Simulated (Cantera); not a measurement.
A perfectly stirred reactor is fed with NH3 : H2 = 1 : 0.21 (molar parts), at 143 Torr; it is held at 2275 K, and followed from long to short residence time.

Detailed kinetics in Cantera: the gas-phase N/H chemistry of the illustrative SiF4/NH3 mechanism in the Surface Chemkin manual (1991). Walls and surfaces, which speed up NH3 decomposition in real reactors, are not modelled.

### Question
What does this change do: temperature 2275 to 1698 K?

### Answer
| quantity | before | after |
|---|---|---|
| x(NH3) at τ = 0.680 s | 0.00635 | 0.722 |
| x(H2) at τ = 0.680 s | 0.764 | 0.249 |
| x(H) at τ = 0.680 s | 0.00580 | 2.65e-5 |
| x(NH) at τ = 0.680 s | 2.57e-5 | 1.11e-6 |
| x(N2H4) at τ = 0.680 s | 2.86e-10 | 6.08e-8 |
| x(NH3) at τ = 6.90 ms | 0.481 | 0.825 |
| x(H2) at τ = 6.90 ms | 0.422 | 0.174 |
| x(H) at τ = 6.90 ms | 0.000696 | 1.47e-5 |
| x(NH) at τ = 6.90 ms | 7.49e-5 | 7.83e-7 |
| x(N2H4) at τ = 6.90 ms | 7.65e-8 | 4.98e-8 |

### Question
What does this change do: pressure from 143 Torr to 62.3 Torr?

### Answer
```tsv
quantity	before	after
x(NH3) at τ = 0.680 s	0.00635	0.0199
x(H2) at τ = 0.680 s	0.764	0.756
x(H) at τ = 0.680 s	0.00580	0.00367
x(NH) at τ = 0.680 s	2.57e-5	3.27e-5
x(N2H4) at τ = 0.680 s	2.86e-10	5.05e-10
x(NH3) at τ = 6.90 ms	0.481	0.622
x(H2) at τ = 6.90 ms	0.422	0.320
x(H) at τ = 6.90 ms	0.000696	0.000502
x(NH) at τ = 6.90 ms	7.49e-5	7.95e-5
x(N2H4) at τ = 6.90 ms	7.65e-8	5.02e-8
```
